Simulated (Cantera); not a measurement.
Charge: 1 mol SiHCl3, a varied amount of HCl, 23 mol H2, equilibrated at 1875 K and 0.133 bar.

These are equilibrium values from Cantera (NASA tables, ideal gas, pure condensed phases), not measurements of a reactor. Candidate condensed phases: Si; 19 gas species. Gases not in the tables: Si2H6 and higher silanes. The numbers say what is thermodynamically allowed, not how fast it happens.

### Question
Which condensed phases are stable at each of these points (n(HCl) (mol)): 0.055, 0.084, 0.13, 0.2, 0.3, 0.46, 0.69, 1.1, 1.6, 2.5, 3.8?

### Answer
```
n(HCl) (mol)  condensed phases  Si condensed (%)
------------  ----------------  ----------------
0.055                    Si(l)              48.1
0.084                    Si(l)              47.4
0.13                     Si(l)              46.2
0.2                      Si(l)              44.5
0.3                      Si(l)              41.9
0.46                     Si(l)              37.8
0.69                     Si(l)              31.8
1.1                      Si(l)              20.7
1.6                      Si(l)               6.9
2.5                   gas only               0.0
3.8                   gas only               0.0
```

From 0.055 mol HCl to 1.6 mol HCl the condensed part is Si(l). From 2.5 mol HCl to 3.8 mol HCl nothing is condensed.
